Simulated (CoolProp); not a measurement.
Diethyl ether along the isotherm 548 K: density (kg/m³) from the reference equation and from simpler models built on Tc = 467.9 K, pc = 3717 kPa, ω = 0.282; each cubic takes its own stable root.

Computed with CoolProp (reference Helmholtz-energy equation of state, Thol 2014).

```
p (kPa)          phase  reference  ideal gas  Soave-Redlich-Kwong  Peng-Robinson
-------  -------------  ---------  ---------  -------------------  -------------
697                gas      11.77      11.34                11.77          11.84
1390               gas      24.46      22.61                24.41          24.72
2090               gas      38.49      34.00                38.30          39.03
2790               gas      54.02      45.39                53.49          54.86
3480               gas      71.14      56.61                69.95          72.21
4180     supercritical      90.75      68.00                88.39          91.81
4880     supercritical      113.0      79.39                108.7          113.6
5580     supercritical      138.2      90.77                131.1          137.6
```
